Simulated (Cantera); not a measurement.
# Silicon carbide growth: (CH₃)₂SiCl₂ + C₂H₂ + H₂ + HCl

Charge: 1 mol (CH₃)₂SiCl₂, 0.84 mol C₂H₂, 16 mol H₂, 0.75 mol HCl, at 0.0540 bar.

Equilibrium computed with Cantera from the NASA thermochemical tables; the gas is ideal and each condensed phase is pure. Candidate condensed phases: C, C₆H₆, C₇H₈, C₈H₁₈, Si, SiC; 109 gas species. The feed counts by its element totals alone. The tables' values for SiCl₃ are old estimates; treat these amounts as uncertain. Rates play no part.

| T (°C) | log p H₂ | log p HCl | log p H | log p SiCl₂ | log p SiCl₄ | log p CH₄ | log p Cl | n C(graphite) | n SiC(s) |
|---|---|---|---|---|---|---|---|---|---|
| 875 | -1.33 | -2.18 | -7.81 | -5.61 | -4.21 | -4.27 | -8.72 | 2.69 | 0.969 |
| 975 | -1.33 | -2.17 | -6.99 | -5.26 | -4.91 | -4.61 | -7.90 | 2.68 | 0.990 |
| 1075 | -1.33 | -2.17 | -6.30 | -4.98 | -5.54 | -4.89 | -7.22 | 2.68 | 0.993 |
| 1175 | -1.33 | -2.17 | -5.70 | -4.74 | -6.09 | -5.13 | -6.63 | 2.69 | 0.991 |
| 1275 | -1.33 | -2.17 | -5.17 | -4.54 | -6.57 | -5.34 | -6.11 | 2.69 | 0.988 |
| 1375 | -1.33 | -2.17 | -4.71 | -4.37 | -6.99 | -5.53 | -5.66 | 2.69 | 0.982 |
| 1475 | -1.33 | -2.17 | -4.30 | -4.22 | -7.37 | -5.69 | -5.26 | 2.70 | 0.975 |
| 1575 | -1.33 | -2.17 | -3.94 | -4.09 | -7.71 | -5.84 | -4.91 | 2.70 | 0.966 |
log p: log10 of the partial pressure in bar; n: condensed amount in mol.

From 875 °C to 1575 °C the condensed part is C(graphite) + SiC(s). The main Si-bearing gas is SiCl₄ at 875 °C and SiCl₂ at 1575 °C. The share of Si in condensed phases is highest at 1075 °C (99.3 %) and lowest at 1575 °C (96.6 %).
